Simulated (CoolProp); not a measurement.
Octamethyltrisiloxane (MDM) along the isobar 760 kPa: Z from the reference equation and from simpler models built on Tc = 292.2 °C, pc = 1438 kPa, ω = 0.528; each cubic takes its own stable root.

Values from CoolProp's reference Helmholtz-energy equation of state, Thol 2017.

```
T (°C)   phase  reference  van der Waals  Redlich-Kwong  Soave-Redlich-Kwong  Peng-Robinson
------  ------  ---------  -------------  -------------  -------------------  -------------
174.75  liquid    0.07431         0.1265        0.08923              0.08160        0.07208
183.25  liquid    0.07426         0.1266        0.08959              0.08175        0.07219
191.75  liquid    0.07430         0.1269        0.09015              0.08208        0.07245
200.15  liquid    0.07447         0.1276        0.09093              0.08260        0.07290
208.65  liquid    0.07478         0.1288        0.09201              0.08337        0.07357
217.15  liquid    0.07526         0.6975        0.09347              0.08444        0.07452
225.55  liquid    0.07594         0.7168        0.09540              0.08588        0.07579
234.05  liquid    0.07690         0.7340        0.09807              0.08784        0.07753
242.55  liquid    0.07825         0.7493         0.6970              0.09054        0.07994
259.45     gas     0.7021         0.7753         0.7365               0.7138         0.6940
267.95     gas     0.7298         0.7867         0.7530               0.7380         0.7184
276.45     gas     0.7532         0.7972         0.7677               0.7589         0.7396
284.95     gas     0.7733         0.8068         0.7811               0.7773         0.7584
293.35     gas     0.7906         0.8156         0.7931               0.7936         0.7749
301.85     gas     0.8062         0.8239         0.8042               0.8085         0.7900
```

At some of these states van der Waals, Redlich-Kwong gives the other phase, because its saturation line lies elsewhere.
